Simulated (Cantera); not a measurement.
A freely propagating, adiabatic, planar premixed flame of 29.3 % H₂, 12.2 % O₂, 58.5 % N₂, equivalence ratio 1.2, unburnt at 350 K and 75.0 Torr; mixture-averaged transport, grid criteria slope 0.08 and curve 0.16, no radiation.

Computed with Cantera and the H2/O2 subset of GRI-Mech 3.0, which has no nitrogen chemistry. Burning velocities carry a grid error of a few per cent, more on coarse grids.

x: mole fraction of selected species; z is measured from the peak of heat release.

```tsv
z (mm)	T (K)	u (m/s)	x H₂	x O₂	x HO₂	x H₂O	x H	x H₂O₂
-25.4	350	2.13	0.293	0.122	<1e-8	<1e-8	<1e-8	<1e-8
-17.0	350	2.13	0.293	0.122	<1e-8	<1e-8	<1e-8	<1e-8
-12.7	350	2.13	0.293	0.122	<1e-8	<1e-8	<1e-8	<1e-8
-8.48	350	2.13	0.293	0.122	<1e-8	<1e-8	<1e-8	<1e-8
-4.24	353	2.14	0.291	0.122	…	4.86e-5	5.26e-6	1.29e-6
-2.12	556	3.31	0.264	0.118	…	0.0148	0.00518	1.71e-5
0	996	5.75	0.150	0.0790	…	0.101	0.0490	2.84e-7
2.12	1264	7.22	0.0612	0.0241	…	0.202	0.0785	4.18e-7
4.24	1372	7.79	0.0525	0.0157	…	0.218	0.0742	4.08e-7
8.48	1492	8.40	0.0550	0.0132	…	0.224	0.0625	3.18e-7
17.0	1622	9.06	0.0574	0.0108	…	0.230	0.0495	1.91e-7
33.9	1754	9.70	0.0583	0.00825	…	0.239	0.0371	1.00e-7
67.8	1877	10.3	0.0579	0.00573	…	0.248	0.0263	5.25e-8
```

**Question.** Complete the blanks.

**Answer.** 
- -4.24, x HO₂: 2.80e-5
- -2.12, x HO₂: 4.36e-5
- 0, x HO₂: 1.13e-5
- 2.12, x HO₂: 3.04e-6
- 4.24, x HO₂: 1.75e-6
- 8.48, x HO₂: 1.26e-6
- 17.0, x HO₂: 8.97e-7
- 33.9, x HO₂: 6.11e-7
- 67.8, x HO₂: 4.00e-7
